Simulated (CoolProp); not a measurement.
The fluid at 377.96 K and 1.16 MPa flows at 3.4 m/s in a round tube of 4.6 mm bore and 45 µm roughness, fully developed (64/Re and Nu = 3.66 if laminar; Colebrook and Gnielinski if turbulent). The same conditions are run with several fluids, on thermodynamics alone (safety and materials aside).

The numbers come from the reference Helmholtz-energy equation of state of each fluid (n-pentane: Thol 2019; toluene: Lemmon 2006; n-heptane: Span 2003; n-decane: Lemmon 2006; n-hexane: Thol 2019) in CoolProp.

Question: Rank n-pentane, toluene, n-heptane, n-decane, n-hexane by Reynolds number, highest first.

Answer: n-pentane (102000), n-hexane (59900), n-heptane (50000), toluene (46900), n-decane (29400)

```
fluid      Darcy friction factor  pressure drop (Pa/m)  heat-transfer coefficient (W/(m² K))  mass flow (kg/h)
---------  ---------------------  --------------------  ------------------------------------  ----------------
n-pentane                 0.0382                 25600                                 13300               108
toluene                   0.0389                 38400                                  9620               160
n-heptane                 0.0388                 29800                                  9540               124
n-decane                  0.0396                 33100                                  7360               135
n-hexane                  0.0386                 28000                                 10500               118
```

Transport values come from each fluid's own correlations; those of n-pentane are estimates that may be off by 10 % or more.
